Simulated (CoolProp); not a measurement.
Vapour-liquid equilibrium of p-xylene (1) + n-undecane (2) at 268.25 °C; x and y are mole fractions of (1).

Model: multi-fluid Helmholtz-energy mixture model, Zhou 2012 and Aleksandrov 2011; pair parameters Bell 2016, in CoolProp.

| x | bubble pressure, mixture model (MPa) | bubble pressure, Raoult's law (MPa) | y, mixture model | y, Raoult's law |
|---|---|---|---|---|
| 0.05 | 0.4876 | 0.4967 | 0.101 | 0.132 |
| 0.15 | 0.5572 | 0.5819 | 0.274 | 0.337 |
| 0.25 | 0.6304 | 0.6672 | 0.417 | 0.490 |
| 0.35 | 0.7074 | 0.7525 | 0.536 | 0.608 |
| 0.45 | 0.7882 | 0.8377 | 0.638 | 0.702 |
| 0.55 | 0.8731 | 0.9230 | 0.725 | 0.779 |
| 0.65 | 0.9621 | 1.008 | 0.800 | 0.842 |
| 0.75 | 1.055 | 1.094 | 0.867 | 0.896 |
| 0.85 | 1.153 | 1.179 | 0.925 | 0.942 |
| 0.95 | 1.254 | 1.264 | 0.976 | 0.982 |

The largest gap from Raoult's law is -6.0 % in bubble pressure, at x = 0.35. No azeotrope shows between x = 0.05 and 0.95.

The pair parameters rest on a limited set of measurements; away from them the model extrapolates.
